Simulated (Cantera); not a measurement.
Input (Python, Cantera):

```python
import numpy as np
import cantera as ct

gas = ct.Solution("gri30.yaml")
gas.TPX = 1250, 1333, {'H2': 0.018, 'O2': 1, 'N2': 0.13}
reactor = ct.IdealGasConstPressureReactor(gas, energy="off", clone=False)
net = ct.ReactorNet([reactor])
net.rtol, net.atol = 1e-08, 1e-18
show = ['H2', 'O2', 'NO', 'O', 'OH', 'H']
times = np.geomspace(6e-05, 7, 10)

steps = ct.SolutionArray(gas, extra=["t"])
rows = []
print(f"{'t/s':>10s}{'T/K':>9s}{'P/Pa':>11s}" + "".join(f"{s:>11s}" for s in show))
for t in times:
    while net.time < t:
        t_next = net.step()
        steps.append(gas.state, t=t_next)
    rows.append([np.interp(t, steps.t, y) for y in (steps.T, steps.P, *steps(*show).X.T)])
    print(f"{t:10.3e}{rows[-1][0]:9.1f}{rows[-1][1]:11.4g}" + "".join(f"{x:11.3e}" for x in rows[-1][2:]))
rate = np.gradient(steps.T, steps.t)
print("integrator steps:", len(steps.t))
if steps.T.max() > steps.T[0] + 200:
    print(f"time of steepest temperature rise: {steps.t[rate.argmax()]:.4e} s")
gas.TPX = 1250, 1333, {'H2': 0.018, 'O2': 1, 'N2': 0.13}
gas.equilibrate("TP")
print(f"equilibrium (TP): T = {gas.T:.1f} K  " + "  ".join(f"{s} {gas[s].X[0]:.3e}" for s in show))
```

It prints:

```
       t/s      T/K       P/Pa         H2         O2         NO          O         OH          H
 6.000e-05   1250.0       1333  1.568e-02  8.711e-01  3.311e-21  9.318e-10  8.880e-10  1.035e-09
 2.194e-04   1250.0       1333  1.568e-02  8.711e-01  1.132e-19  7.200e-09  6.145e-09  2.429e-09
 8.019e-04   1250.0       1333  1.568e-02  8.711e-01  4.582e-18  1.002e-07  7.432e-08  1.911e-08
 2.932e-03   1250.0       1333  1.552e-02  8.709e-01  1.143e-14  9.597e-05  6.916e-05  1.716e-05
 1.072e-02   1250.0       1333  1.112e-04  8.573e-01  2.491e-09  1.256e-02  1.386e-03  9.792e-04
 3.919e-02   1250.0       1333  9.043e-05  8.595e-01  1.085e-08  1.039e-02  1.259e-03  7.337e-04
 1.433e-01   1250.0       1333  5.131e-05  8.641e-01  2.425e-08  5.761e-03  9.504e-04  3.056e-04
 5.237e-01   1250.0       1333  1.347e-05  8.684e-01  3.188e-08  1.483e-03  4.887e-04  4.024e-05
 1.915e+00   1250.0       1333  1.776e-06  8.698e-01  3.435e-08  1.944e-04  1.782e-04  1.921e-06
 7.000e+00   1250.0       1333  2.065e-07  8.700e-01  3.532e-08  2.264e-05  6.098e-05  7.653e-08
integrator steps: 1349
equilibrium (TP): T = 1250.0 K  H2 5.094e-09  O2 8.699e-01  NO 2.197e-04  O 5.628e-07  OH 9.622e-06  H 3.008e-10
```

Cantera simulation using GRI-Mech 3.0 (53 species, 325 reactions); the numbers are that mechanism's predictions, not measurements. Radical loss at walls, strong at low pressure, is not modelled.
